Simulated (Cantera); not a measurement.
Chlorosilane synthesis and conversion: Si + HCl + H2 + Cl2

A closed system holds: 1 mol Si, 0.55 mol HCl, 12 mol H2, 1.3 mol Cl2, equilibrated at 1025 K and 0.133 bar.

Cantera equilibrium calculation (NASA polynomials, part measured and part estimated; ideal gas, pure solids and liquids). Candidate condensed phases: Si; 19 gas species. The tables' values for SiCl3 are old estimates; treat these amounts as uncertain. Equilibrium is a limit: real reactors are often held back by kinetics, nucleation or transport.

```json
{
 "x(H2)": "0.920",
 "x(SiCl4)": "0.0410",
 "x(HCl)": "0.0189",
 "x(SiHCl3)": "0.0172",
 "x(SiCl3)": "0.00117",
 "x(SiH2Cl2)": "0.000797",
 "x(SiCl2)": "0.000693",
 "x(SiH3Cl)": "9.55e-6",
 "n(Si(s))": "0.205 mol",
 "gas_amount": "13.07 mol"
}
```
